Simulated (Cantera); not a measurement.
**Equilibrium for silicon nitride deposition: trisilylamine + N2 + NH3**

Input: 1 mol trisilylamine, 0.98 mol N2, 0.6 mol NH3.

Equilibrium computed with Cantera from the NASA thermochemical tables; the gas is ideal and each condensed phase is pure. Candidate condensed phases: Si, Si3N4; 18 gas species. The feed counts by its element totals alone. Mutual solubility and eutectic melting of coexisting phases are not modelled. Rates play no part.

Stable condensed phases:

```
T in K \ P in Pa
              5     13     36     98    260    710   1900   5100  14000  37000 100000
   1800       A      A      A      A      A      A      A      B      B      B      B
   1700       A      A      A      A      A      B      B      B      B      B      B
   1600       A      A      A      A      B      B      B      B      B      B      B
   1500       A      A      B      B      B      B      B      B      B      B      B
   1400       B      B      B      B      B      B      B      B      B      B      B
   1300       B      B      B      B      B      B      B      B      B      B      B
   1200       B      B      B      B      B      B      B      B      B      B      B
   1100       B      B      B      B      B      B      B      B      B      B      B
   1000       B      B      B      B      B      B      B      B      B      B      B
    900       B      B      B      B      B      B      B      B      B      B      B
```

A: Si; B: Si + Si3N4.
